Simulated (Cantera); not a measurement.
Charge: 1 mol SiC, 0.15 mol CO₂, 2.8 mol H₂, 0.31 mol N₂O, held at 1048.15 K and 2.60 bar.

Method: chemical equilibrium by Gibbs-energy minimisation in Cantera with the NASA 1993 tables (ideal gas, pure condensed phases). Candidate condensed phases: C, C₆H₆, C₇H₈, C₈H₁₈, H₂O, Si, SiC, SiO₂, Si₂N₂O, Si₃N₄; 151 gas species. Mutual solubility and eutectic melting of coexisting phases are not modelled. Equilibrium is a limit: real reactors are often held back by kinetics, nucleation or transport.

Task: What is the equilibrium state?

Result: x(H₂): 0.882
x(CH₄): 0.118
x(C₂H₆): 4.17e-6
x(C₂H₄): 1.48e-6
n(C(graphite)): 0.625 mol
n(SiC(s)): 0.230 mol
n(SiO₂(β-quartz)): 0.150 mol
n(Si₂N₂O(s)): 0.310 mol
gas amount: 2.505 mol
log10 activity of Si(s) (absent): -3.23
